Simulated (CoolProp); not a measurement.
A single-stage vapour-compression cycle with n-perfluorohexane: evaporating at 326.15 K (dew point), condensing at 396.15 K (bubble point), superheat 8 K, subcooling 0 K, compressor efficiency 0.9, no pressure losses. Each further row changes one setting.

Model: reference Helmholtz-energy equation of state, Gao 2022, in CoolProp.

| case | cooling COP | pressure ratio | discharge temperature (K) | refrigerating effect (kJ/kg) | volumetric capacity (kJ/m³) |
|---|---|---|---|---|---|
| as stated | 0.865 | 6.97 | 396.1 | 11.8 | 133 |
| evaporating temperature 331.15 K | [?] | 5.87 | 396.1 | [?] | 211 |
| condensing temperature 391.15 K | 1.36 | 6.23 | 391.1 | 17.9 | 202 |
| subcooling 5 K | 1.32 | 6.97 | 396.1 | 17.9 | 202 |
| superheat 18 K | 1.35 | 6.97 | 396.1 | [?] | 225 |
| compressor efficiency 0.8 | 0.769 | 6.97 | 396.1 | 11.8 | 133 |

**Question.** Some entries are withheld; supply them.

**Answer.** 
- evaporating temperature 331.15 K, cooling COP: 1.26
- evaporating temperature 331.15 K, refrigerating effect (kJ/kg): 15.9
- superheat 18 K, refrigerating effect (kJ/kg): 20.6

The compression ends wet for: as stated; evaporating temperature 331.15 K; condensing temperature 391.15 K; subcooling 5 K; superheat 18 K; compressor efficiency 0.8.
